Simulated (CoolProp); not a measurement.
A simple Rankine cycle with R236FA: condensing at 308.15 K, boiler at 1.67 MPa, turbine inlet 399 K, turbine efficiency 0.8, pump efficiency 0.8, no recuperator. Each further row changes one setting.

The numbers come from the reference Helmholtz-energy equation of state, Pan 2012 in CoolProp.

| case | thermal efficiency (%) | net work (kJ/kg) | heat in (kJ/kg) | turbine exit temperature (K) | volume ratio over the turbine |
|---|---|---|---|---|---|
| as stated | 9.7 | ? | 211 | 362.5 | 4.81 |
| condensing temperature 300.15 K | 10.9 | 24.0 | 220 | ? | 6.20 |
| boiler pressure 1.17 MPa | ? | 16.6 | 217 | 373.3 | 3.21 |
| turbine efficiency 0.7 | ? | ? | 211 | ? | ? |

Question: What belongs in the gaps?

Answer: 
- as stated, net work (kJ/kg): 20.3
- condensing temperature 300.15 K, turbine exit temperature (K): 357.5
- boiler pressure 1.17 MPa, thermal efficiency (%): 7.6
- turbine efficiency 0.7, thermal efficiency (%): 8.4
- turbine efficiency 0.7, net work (kJ/kg): 17.6
- turbine efficiency 0.7, turbine exit temperature (K): 365.3
- turbine efficiency 0.7, volume ratio over the turbine: 4.86
